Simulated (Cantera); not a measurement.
Feed: 1 mol Si3N4, 0.29 mol Si, 0.033 mol H2, equilibrated at 2873 K and 0.410 bar.

Cantera equilibrium calculation (NASA polynomials, part measured and part estimated; ideal gas, pure solids and liquids). Candidate condensed phases: Si, Si3N4; 18 gas species. The tables' values for SiN are old estimates; treat these amounts as uncertain. Gases not in the tables: Si2H6 and higher silanes. Kinetics and transport are ignored.

Base state: N2 0.834, Si 0.131, H 0.0133, H2 0.00659, Si2 0.00559, SiN 0.00473, Si2N 0.00334, SiH 0.00109 (mole fractions); condensed: Si(l).

What changes in the equilibrium state with this change: temperature from 2873 K to 1650 K?


```
species          before     after
-------------  --------  --------
H2              0.00659     0.998
N2                0.834   0.00168
H                0.0133  0.000142
Si                0.131   6.53e-7
SiH2            2.16e-5   8.64e-6
Si2             0.00559   2.20e-9
Si3            0.000849     <1e-9
Si(l), mol         2.92         0
Si(s), mol            0     0.290
Si3N4(s), mol         0     1.000
```
Mutual solubility and eutectic melting of coexisting phases are not modelled.
